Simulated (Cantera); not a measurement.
Charge: 1 mol TiCl₄, 5.4 mol H₂, equilibrated at 1075 K and 750 Torr.

Method: chemical equilibrium by Gibbs-energy minimisation in Cantera with the NASA 1993 tables (ideal gas, pure condensed phases). Candidate condensed phases: Ti, TiCl₂, TiCl₃, TiCl₄; 10 gas species. Rates play no part.

Base state: H₂ 0.820, TiCl₄ 0.128, HCl 0.0262, TiCl₃ 0.0262 (mole fractions); condensed: gas only.

Q: What changes in the equilibrium state with this change: temperature from 1075 K to 1600 K?

A: 
```json
[
 {"species": "H₂", "before": "0.820", "after": "0.733"},
 {"species": "HCl", "before": "0.0262", "after": "0.121"},
 {"species": "TiCl₃", "before": "0.0262", "after": "0.118"},
 {"species": "TiCl₄", "before": "0.128", "after": "0.0277"},
 {"species": "H", "before": "1.33e-8", "after": "4.65e-5"},
 {"species": "TiCl₂", "before": "8.88e-7", "after": "0.00144"}
]
```
The tables' values for TiCl₂ are old estimates; treat these amounts as uncertain.

Q: What changes in the equilibrium state with this change: pressure from 750 Torr to 100 Torr?

A: 
```csv
species,before,after
H₂,0.820,0.806
TiCl₄,0.128,0.113
HCl,0.0262,0.0405
TiCl₃,0.0262,0.0405
```
